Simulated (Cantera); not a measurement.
**N2O furnace oxynitridation**

An isothermal, constant-pressure homogeneous reactor starts with N₂O : H₂ : N₂ = 1 : 0.021 : 0.8 (molar parts), at 1075 K and 6.60 Torr.

Computed with Cantera and GRI-Mech 3.0 (53 species, 325 reactions). GRI-Mech 3.0 was tuned for natural gas; its chemistry of N2O as a main component is partial and can be far from experiment. Radical loss at walls, strong at low pressure, is not modelled. The mechanism lacks the step 2 NO + O2 → 2 NO2, which can matter for NO2 below about 1400 K. The temperature is held fixed by assumption; the heat of reaction is taken as removed at once.

| t (s) | x N₂O | x H₂ | x OH | x N₂ | x NO₂ | x NO | x H₂O |
|---|---|---|---|---|---|---|---|
| 0.000300 | 0.549 | 0.0115 | 1.71e-9 | 0.439 | <1e-12 | 2.76e-10 | 3.21e-10 |
| 0.00143 | 0.549 | 0.0115 | 3.17e-8 | 0.439 | <1e-12 | 5.01e-9 | 3.03e-8 |
| 0.00682 | 0.549 | 0.0115 | 2.93e-7 | 0.439 | <1e-12 | 6.15e-8 | 1.62e-6 |
| 0.0325 | 0.549 | 0.0115 | 1.38e-6 | 0.439 | 1.53e-10 | 7.16e-7 | 4.28e-5 |
| 0.155 | 0.548 | 0.0108 | 4.74e-6 | 0.440 | 3.47e-8 | 8.18e-6 | 0.000750 |
| 0.739 | 0.543 | 0.00592 | 6.31e-6 | 0.445 | 3.36e-7 | 3.69e-5 | 0.00559 |
| 3.52 | 0.537 | 0.000798 | 3.17e-6 | 0.451 | 5.91e-6 | 7.76e-5 | 0.0107 |
| 16.8 | 0.533 | 9.34e-6 | 1.76e-6 | 0.454 | 5.52e-5 | 0.000195 | 0.0115 |
| 80.0 | 0.516 | 2.80e-9 | 2.18e-6 | 0.464 | 0.000126 | 0.000854 | 0.0114 |
x: mole fraction; the columns are a selection and need not sum to one.

Equilibrium at this temperature and pressure: N₂O 4.84e-10, H₂ 1.48e-10, OH 4.45e-7, N₂ 0.779, NO₂ 2.10e-7, NO 6.77e-5, H₂O 0.00909 (gas phase only).
